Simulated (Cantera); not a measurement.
Charge: 1 mol c-C4F8, 0.54 mol H2, equilibrated at 2025 K.

These are equilibrium values from Cantera (NASA tables, ideal gas, pure condensed phases), not measurements of a reactor. Candidate condensed phases: C, C6H6, C7H8, C8H18; 95 gas species. The feed counts by its element totals alone. Gases not in the tables: C2F6 and larger saturated fluorocarbons. The numbers say what is thermodynamically allowed, not how fast it happens.

x: gas mole fraction; n: condensed amount in mol.

```tsv
P (Pa)	x F	x CF4	x HF	x CF2	x CF3	x CF	n C(graphite)
1	0.811	0.000103	0.141	0.0440	6.26e-5	0.00425	3.63
5.20	0.672	0.00687	0.159	0.157	0.000964	0.00352	2.86
27	[?]	[?]	[?]	[?]	[?]	[?]	2.06
140	[?]	[?]	[?]	[?]	[?]	[?]	2.02
720	0.0482	0.484	0.348	0.112	0.00684	0.000253	2.13
3700	0.0146	0.558	0.369	0.0531	0.00505	7.68e-5	2.20
19000	0.00435	0.590	0.378	0.0241	0.00350	2.28e-5	2.24
100000	0.00126	0.604	0.382	0.0106	0.00235	6.61e-6	2.25
```

Q: What belongs in the gaps?

A: 
- 27, x F: 0.390
- 27, x CF4: 0.109
- 27, x HF: 0.218
- 27, x CF2: 0.275
- 27, x CF3: 0.00509
- 27, x CF: 0.00205
- 140, x F: 0.150
- 140, x CF4: 0.331
- 140, x HF: 0.300
- 140, x CF2: 0.210
- 140, x CF3: 0.00775
- 140, x CF: 0.000786
